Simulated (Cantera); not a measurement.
A perfectly stirred reactor is fed with 18.5 % H2, 17.1 % O2, 64.4 % N2, at 0.320 bar; it is adiabatic with a 423 K inlet, and is followed from long to short residence time, starting on the burning branch (τ in s: 0.061, 0.029, 0.014, 0.0065, 0.0031, 0.0014, 0.00068, 0.00032, 0.00015, 7.2e-05, 3.4e-05).

Cantera simulation using GRI-Mech 3.0 (53 species, 325 reactions); the numbers are that mechanism's predictions, not measurements.

One state of this run: T (K) = 1758; x H2 = 0.00283; x O2 = 0.0853; x NO2 = 3.97e-9; x N2O = 1.45e-7; x O = 0.00258; x H = 0.00143; x H2O2 = 2.18e-7. x: mole fraction; the columns are a selection and need not sum to one.

**Question.** Which value of τ (s) does it belong to?
A) 0.0065
B) 0.014
C) 0.00032
D) 0.029

**Answer.** B, 0.014
